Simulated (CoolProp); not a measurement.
Vapour-liquid equilibrium of R22 (1) + acetone (2) at 0.14 MPa; x and y are mole fractions of (1).

The numbers come from the multi-fluid Helmholtz-energy mixture model, Kamei 1995 and Lemmon 2006; pair parameters Bell 2016 in CoolProp.

Q: Give the bubble temperature and the first vapour's composition at x = 0.25, 0.65, 0.85. Is there an azeotrope?

A: x = 0.25: 289.4 K, y = 0.874; x = 0.65: 257.6 K, y = 0.991; x = 0.85: 245.1 K, y = 0.999. No azeotrope shows between x = 0.05 and 0.95.

Pair parameters are fitted to limited data, so mixtures are less certain than the pure fluids. With so large a gap from Raoult's law the liquid may split in two, which this calculation doesn't test in full.
